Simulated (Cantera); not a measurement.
Reactions in the system C-H-O-Pb

Cantera with NASA thermochemical tables; ideal gases at 1 bar, condensed phases pure. Values are per mole of reaction as written; species without (g) are pure solids or liquids, kept so even where they would boil at 1 bar.

4 Pb(g) + 4 H(g) + 2 CO2(g) = C2H4(g) + 4 PbO

| T (K) | ΔH° (kJ) | ΔS° (J/K) | ΔG° (kJ) | log10 K | condensed phases |
|---|---|---|---|---|---|
| 300 | -1690.9 | -1103.4 | -1359.9 | 236.78 | PbO(red) |
| 1125 | -1664.0 | -1069.7 | -460.6 | 21.38 | PbO(yellow) |
| 1225 | -1554.4 | -975.2 | -359.7 | 15.34 | PbO(l) |
| 1325 | -1546.1 | -968.7 | -262.5 | 10.35 | PbO(l) |
| 1425 | -1537.7 | -962.6 | -166.0 | 6.08 | PbO(l) |
| 1525 | -1529.3 | -957.0 | -70.0 | 2.40 | PbO(l) |
| 1625 | -1521.1 | -951.7 | 25.5 | -0.82 | PbO(l) |
| 1725 | -1513.0 | -946.9 | 120.4 | -3.65 | PbO(l) |
| 1825 | -1505.0 | -942.4 | 214.8 | -6.15 | PbO(l) |
| 1925 | -1497.2 | -938.2 | 308.9 | -8.38 | PbO(l) |
